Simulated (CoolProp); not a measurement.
Model: reference Helmholtz-energy equation of state, Thol 2021, in CoolProp.

### Question
Give the vapour pressure (MPa), liquid density (kg/m³), vapour density (kg/m³), enthalpy of vaporisation (kJ/kg) of saturated chlorine at 16.35, 48.05, 69.25 °C.

### Answer
```json
[
 {"T (°C)": "16.35", "p (MPa)": "0.609", "liquid density (kg/m³)": "1420", "vapour density (kg/m³)": "19.7", "enthalpy of vaporisation (kJ/kg)": "255"},
 {"T (°C)": "48.05", "p (MPa)": "1.38", "liquid density (kg/m³)": "1320", "vapour density (kg/m³)": "43.6", "enthalpy of vaporisation (kJ/kg)": "228"},
 {"T (°C)": "69.25", "p (MPa)": "2.19", "liquid density (kg/m³)": "1240", "vapour density (kg/m³)": "69.4", "enthalpy of vaporisation (kJ/kg)": "207"}
]
```
